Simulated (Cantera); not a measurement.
Charge: 1 mol SiO2, 0.0051 mol Si, 0.039 mol N2, equilibrated at 1425 K and 2.50 mbar.

Equilibrium computed with Cantera from the NASA thermochemical tables; the gas is ideal and each condensed phase is pure. Candidate condensed phases: Si, SiO2, Si2N2O, Si3N4; 16 gas species. N2 is the only nitrogen source here; it is nearly inert below about 1500 K, so the nitride shown seldom forms there in practice. Mutual solubility and eutectic melting of coexisting phases are not modelled. The tables hold silica as quartz up to 1696 K and as liquid above; real silica turns to tridymite and cristobalite and melts near 1996 K. The numbers say what is thermodynamically allowed, not how fast it happens.

**Question.** What is the equilibrium state?

**Answer.** 
| Quantity | Result |
|---|---|
| x(N2) | 0.999 |
| x(SiO) | 0.000788 |
| n(SiO2(β-quartz)) | 0.998 mol |
| n(Si2N2O(s)) | 0.00339 mol |
| gas amount | 0.03564 mol |
| log10 activity of Si(s) (absent) | -3.59 |
